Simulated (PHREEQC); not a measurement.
# Brine: speciation

A solution holds 1.5 mol NaBr, 0.65 mol SrCl2 and 0.0009 mol H4SiO4 per kg of water, at 25 °C. Closed to the air; pH follows from the charge balance.

Model: Pitzer model, pitzer.dat, run in PHREEQC.

No solid was allowed to form.

Task: Predict the pH, density, osmotic coefficient.

Result: pH 5.92; density 1.187 g/cm³; osmotic coefficient 1.113.

Complexes and solids missing from the database can't appear. In brines, pH and single-ion activities rest on the MacInnes convention.
